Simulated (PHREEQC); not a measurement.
Nickel, zinc or cadmium bath (model solution)

Solution (25 °C): 0.098 mol ZnCl2, 7.1e-05 mol NaCl and 0.0045 mol FeSO4 per kg of water. Closed to the air; pH follows from the charge balance.

Computed with PHREEQC (ion-association model, phreeqc.dat).

Each row changes one thing in this solution. Precipitation was switched off in this run.

| case | pH | ionic strength (mol/kgw) | Cl- (mol/kgw) | Zn+2 (mol/kgw) | ZnCl+ (mol/kgw) | ZnCl2 (mol/kgw) | SI of Halite (NaCl) |
|---|---|---|---|---|---|---|---|
| as made | 5.02 | 0.276 | 0.182 | 0.0835 | 0.0109 | 0.000934 | -6.75 |
| diluted 5-fold with water | 5.40 | 0.0590 | 0.0383 | 0.0183 | 0.000834 | 2.14e-5 | -8.02 |
| NaCl from 7.1e-05 to 1.42e-05 mol/kgw | 5.03 | 0.276 | 0.182 | 0.0835 | 0.0109 | 0.000933 | (withheld) |
| temperature from 25 to 70 °C | 4.74 | 0.222 | 0.153 | 0.0577 | 0.0343 | 0.00290 | -6.87 |
| temperature from 25 to 75 °C | 4.70 | 0.215 | 0.150 | 0.0545 | 0.0373 | 0.00313 | -6.89 |
| FeSO4 left out | 5.00 | (withheld) | 0.182 | 0.0855 | 0.0112 | 0.000973 | -6.75 |

### Question
Fill in the missing entries.

### Answer

- NaCl from 7.1e-05 to 1.42e-05 mol/kgw, SI of Halite (NaCl): -7.45
- FeSO4 left out, ionic strength (mol/kgw): 0.268

Constants without temperature data keep their 25 °C values here.
